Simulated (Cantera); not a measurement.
An adiabatic, constant-pressure homogeneous reactor starts with CO : H2 : CH4 : O2 : N2 = 1 : 0.96 : 0.18 : 0.744 : 2.61 (molar parts), equivalence ratio 1.8, at 1750 K and 100000 Pa. Integrator tolerance rtol = 1e-08.

Cantera simulation using GRI-Mech 3.0 (53 species, 325 reactions); the numbers are that mechanism's predictions, not measurements.

### Question
What does this change do: constant volume in place of constant pressure?

### Answer
```json
[
 {"quantity": "time of steepest temperature rise", "before": "13.0 µs", "after": "12.6 µs"},
 {"quantity": "temperature at 0.700 s", "before": "2889 K", "after": "3019 K"},
 {"quantity": "equilibrium temperature", "before": "2889 K", "after": "3019 K"},
 {"quantity": "x(CO) at 0.700 s", "before": "0.170 (gas-phase equilibrium 0.170)", "after": "0.172 (gas-phase equilibrium 0.172)"},
 {"quantity": "x(H2) at 0.700 s", "before": "0.0695 (gas-phase equilibrium 0.0695)", "after": "0.0706 (gas-phase equilibrium 0.0706)"},
 {"quantity": "x(CH4) at 0.700 s", "before": "<1e-12 (gas-phase equilibrium <1e-12)", "after": "<1e-12 (gas-phase equilibrium <1e-12)"},
 {"quantity": "x(CH3) at 0.700 s", "before": "1.91e-12 (gas-phase equilibrium 2.34e-12)", "after": "4.68e-12 (gas-phase equilibrium 5.76e-12)"},
 {"quantity": "x(HCO) at 0.700 s", "before": "4.30e-7 (gas-phase equilibrium 4.30e-7)", "after": "7.51e-7 (gas-phase equilibrium 7.51e-7)"},
 {"quantity": "x(C2H2) at 0.700 s", "before": "<1e-12 (gas-phase equilibrium <1e-12)", "after": "<1e-12 (gas-phase equilibrium <1e-12)"},
 {"quantity": "x(OH) at 0.700 s", "before": "0.0198 (gas-phase equilibrium 0.0198)", "after": "0.0241 (gas-phase equilibrium 0.0241)"}
]
```
Above 3000 K some thermodynamic fits are extrapolated.

### Question
What does this change do: O2 0.744 to 0.5 parts?

### Answer
```
quantity                                                              before                                      after
---------------------------------  -----------------------------------------  -----------------------------------------
time of steepest temperature rise                                    13.0 µs                                    19.9 µs
temperature at 0.700 s                                                2889 K                                     2673 K
equilibrium temperature                                               2889 K                                     2673 K
x(CO) at 0.700 s                         0.170 (gas-phase equilibrium 0.170)        0.198 (gas-phase equilibrium 0.198)
x(H2) at 0.700 s                       0.0695 (gas-phase equilibrium 0.0695)        0.121 (gas-phase equilibrium 0.121)
x(CH4) at 0.700 s                      <1e-12 (gas-phase equilibrium <1e-12)  4.78e-12 (gas-phase equilibrium 5.39e-12)
x(CH3) at 0.700 s                  1.91e-12 (gas-phase equilibrium 2.34e-12)  1.21e-11 (gas-phase equilibrium 1.37e-11)
x(HCO) at 0.700 s                    4.30e-7 (gas-phase equilibrium 4.30e-7)    3.98e-7 (gas-phase equilibrium 3.98e-7)
x(C2H2) at 0.700 s                     <1e-12 (gas-phase equilibrium <1e-12)      <1e-12 (gas-phase equilibrium <1e-12)
x(OH) at 0.700 s                       0.0198 (gas-phase equilibrium 0.0198)    0.00451 (gas-phase equilibrium 0.00451)
```
